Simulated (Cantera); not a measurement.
Charge: 1 mol MgCO₃, 0.22 mol H₂O, held at 1773.15 K and 0.133 bar.

Method: chemical equilibrium by Gibbs-energy minimisation in Cantera with the NASA 1993 tables (ideal gas, pure condensed phases). Candidate condensed phases: C, C₆H₆, C₇H₈, C₈H₁₈, H₂O, Mg, MgCO₃, MgO, Mg(OH)₂; 116 gas species. Kinetics and transport are ignored.

Q: What is the equilibrium state?

A: 
```json
{
 "x(CO₂)": "0.811",
 "x(H₂O)": "0.179",
 "x(CO)": "0.00615",
 "x(O₂)": "0.00314",
 "x(OH)": "0.000453",
 "x(H₂)": "0.000366",
 "x(H)": "1.49e-5",
 "x(O)": "1.44e-5",
 "n(MgO(s))": "1.000 mol",
 "gas_amount": "1.224 mol",
 "log10 activity of C(graphite) (absent)": "-9.26",
 "log10 activity of Mg(l) (absent)": "-10.21"
}
```
